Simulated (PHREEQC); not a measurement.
PHREEQC input (ion-association model, phreeqc.dat):

```
SOLUTION 0
  temp 25
  units mmol/kgw
  pH 7 charge
  Cl 1.58
  K 0.49
  Mg 0.54
  O(0) 1 O2(g) -0.68
SOLUTION 1-40
  temp 25
  units mmol/kgw
  pH 7 charge
  Cl 48.11
  K 2.1
  Zn 23
  O(0) 1 O2(g) -0.68
END
EXCHANGE 1-40
  X 0.001
  -equilibrate 1
END
SELECTED_OUTPUT 1
  -reset false
  -pH true
  -pe true
  -ionic_strength true
  -water true
  -step true
  -totals Cl K Mg Zn
  -molalities MgX2 KX ZnX2
  -saturation_indices Sylvite Zn(OH)2(e)
PRINT
  -reset false
TRANSPORT
  -cells 40
  -shifts 160
  -lengths 0.025
  -time_step 720
  -dispersivities 0.05
  -boundary_conditions flux flux
  -correct_disp true
  -punch_cells 40
  -punch_frequency 5
END
```

Selected output (columns that matter, 25 of 33 rows; pore volumes added in front):

```
pore volumes	pH	mu	Cl	K	Mg	Zn	m_MgX2	m_ZnX2	si_Sylvite	si_Zn(OH)2(e)
0	4.9855	0.068675	0.04811	0.0021	0	0.023	0	0.00048601	-5.1092	-3.5654
0.1375	4.9855	0.068675	0.04811	0.0021	9.2023e-23	0.023	1.2944e-24	0.00048601	-5.1092	-3.5654
0.3875	4.9855	0.068597	0.048054	0.0020982	5.2479e-07	0.022973	7.3902e-09	0.00048601	-5.11	-3.5657
0.5125	4.9867	0.067346	0.047158	0.0020682	9.3307e-06	0.022531	1.3387e-07	0.00048595	-5.1229	-3.5691
0.6375	4.9911	0.062475	0.043678	0.0019505	4.3772e-05	0.020815	6.7754e-07	0.00048569	-5.1753	-3.5837
0.8875	5.0093	0.041866	0.029072	0.0014483	0.00017911	0.013628	4.1623e-06	0.00048344	-5.4504	-3.6763
1.0125	5.0182	0.030707	0.021253	0.0011749	0.00023978	0.0097942	7.648e-06	0.00048057	-5.6559	-3.7637
1.1375	5.0241	0.021448	0.014818	0.00094679	0.00027721	0.0066534	1.2796e-05	0.00047578	-5.8842	-3.8798
1.3875	5.0271	0.0098332	0.0068232	0.00065676	0.00028873	0.0027895	3.0268e-05	0.00045779	-6.3411	-4.1797
1.5125	5.0259	0.00676	0.0047245	0.00057887	0.00027784	0.00179	4.381e-05	0.00044328	-6.5408	-4.3471
1.6375	5.0243	0.0048474	0.0034226	0.00053066	0.0002663	0.0011747	6.1154e-05	0.00042456	-6.7074	-4.5121
1.8875	5.0215	0.0030166	0.0021807	0.00048816	0.0002606	0.00058067	0.00010686	0.00037558	-6.9259	-4.798
2.0125	5.0207	0.002625	0.0019164	0.00048171	0.00026981	0.00044253	0.00013402	0.00034691	-6.9844	-4.911
2.1375	5.0202	0.0024021	0.0017665	0.00047985	0.00028593	0.00035241	0.00016284	0.00031682	-7.0193	-5.0068
2.3875	5.0199	0.0022066	0.0016361	0.00048152	0.00033026	0.00024201	0.00022152	0.00025633	-7.0492	-5.167
2.5125	5.0199	0.0021677	0.0016105	0.00048299	0.00035436	0.00020438	0.00024975	0.00022747	-7.0543	-5.2396
2.6375	5.0199	0.0021463	0.0015965	0.00048435	0.00037777	0.00017329	0.00027646	0.00020027	-7.0566	-5.3108
2.8875	5.0201	0.0021281	0.0015848	0.00048641	0.00041959	0.00012459	0.00032404	0.00015195	-7.0577	-5.4534
3.0125	5.0202	0.0021245	0.0015826	0.00048713	0.00043737	0.00010534	0.00034463	0.00013108	-7.0576	-5.5261
3.1375	5.0202	0.0021226	0.0015814	0.0004877	0.00045303	8.8804e-05	0.00036308	0.0001124	-7.0574	-5.6001
3.3875	5.0203	0.0021209	0.0015804	0.0004885	0.00047843	6.2519e-05	0.00039383	8.1274e-05	-7.0569	-5.7523
3.5125	5.0204	0.0021206	0.0015802	0.00048878	0.00048851	5.2199e-05	0.00040639	6.8575e-05	-7.0567	-5.8305
3.6375	5.0204	0.0021204	0.0015801	0.000489	0.00049711	4.344e-05	0.00041726	5.7581e-05	-7.0565	-5.9102
3.8875	5.0205	0.0021202	0.00158	0.00048934	0.00051055	2.9797e-05	0.00043459	4.0054e-05	-7.0563	-6.0738
4.0125	5.0205	0.0021201	0.00158	0.00048946	0.00051572	2.4564e-05	0.00044137	3.3199e-05	-7.0561	-6.1576
```
